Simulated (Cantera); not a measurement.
**Stirred combustor or abatement burner**

A perfectly stirred reactor is fed with H₂ : O₂ : N₂ = 1.5 : 1.14 : 4.27 (molar parts), at 0.987 atm; it is adiabatic with a 450 K inlet, and is followed from long to short residence time, starting on the burning branch (τ in s: 0.085, 0.045, 0.023, 0.012, 0.0064, 0.0034, 0.0018, 0.00093, 0.00049, 0.00026, 0.00013, 7e-05, 3.7e-05).

Detailed kinetics in Cantera: the H2/O2 subset of GRI-Mech 3.0, which has no nitrogen chemistry.

```
τ (s)    T (K)      x H₂    x O₂     x OH   x H₂O₂    x HO₂       x H       x O
-------  -----  --------  ------  -------  -------  -------  --------  --------
0.085     2063  0.000674  0.0624  0.00382  1.48e-7  2.52e-6   9.41e-5  0.000391
0.045     2059  0.000848  0.0624  0.00422  1.56e-7  2.73e-6  0.000131  0.000485
0.023     2053   0.00116  0.0623  0.00487  1.73e-7  3.14e-6  0.000209  0.000658
0.012     2043   0.00166  0.0621  0.00574  2.01e-7  3.88e-6  0.000360  0.000937
0.0064    2029   0.00241  0.0620  0.00678  2.40e-7  5.05e-6  0.000635   0.00136
0.0034    2008   0.00352  0.0620  0.00799  2.96e-7  6.87e-6   0.00114   0.00199
0.0018    1979   0.00509  0.0621  0.00928  3.73e-7  9.56e-6   0.00204   0.00290
0.00093   1936   0.00730  0.0624   0.0106  4.87e-7  1.35e-5   0.00366   0.00420
0.00049   1881    0.0100  0.0631   0.0115  6.54e-7  1.85e-5   0.00621   0.00582
0.00026   1810    0.0132  0.0642   0.0120  9.27e-7  2.47e-5   0.01000   0.00772
0.00013   1713    0.0174  0.0663   0.0117  1.48e-6  3.29e-5    0.0158   0.00987
7.0e-5    1611    0.0221  0.0692   0.0107  2.43e-6  4.18e-5    0.0223    0.0114
3.7e-5    1489    0.0302  0.0746  0.00901  4.25e-6  5.43e-5    0.0294    0.0119
```
x: mole fraction; the columns are a selection and need not sum to one.
